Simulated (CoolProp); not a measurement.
Propyne along the isotherm 182.45 °C: fugacity coefficient from the reference equation and from simpler models built on Tc = 129.6 °C, pc = 5.658 MPa, ω = 0.204; each cubic takes its own stable root.

The numbers come from the reference Helmholtz-energy equation of state, Polt 1992 in CoolProp. This equation is an older, rougher fit; its heat capacities, sound speeds and derivatives of the liquid may be far off and weren't checked against measurements.

```tsv
p (MPa)	phase	reference	van der Waals	Redlich-Kwong	Soave-Redlich-Kwong	Peng-Robinson
3.98	gas	0.8425	0.8481	0.8399	…	0.8300
7.95	supercritical	…	0.6959	0.6922	…	0.6825
11.9	supercritical	0.5768	0.5664	0.5691	0.5967	0.5650
15.9	supercritical	0.4930	0.4936	0.4907	0.5199	…
19.9	supercritical	0.4409	0.4528	0.4427	0.4718	0.4371
23.9	supercritical	0.4071	0.4294	0.4119	0.4408	0.4044
27.8	supercritical	…	0.4170	0.3921	…	0.3825
31.8	supercritical	0.3701	0.4113	0.3788	0.4077	…
```

Q: Complete the blanks.

A: 
- 3.98, Soave-Redlich-Kwong: 0.8489
- 7.95, reference: 0.6996
- 7.95, Soave-Redlich-Kwong: 0.7113
- 15.9, Peng-Robinson: 0.4868
- 27.8, reference: 0.3852
- 27.8, Soave-Redlich-Kwong: 0.4210
- 31.8, Peng-Robinson: 0.3670
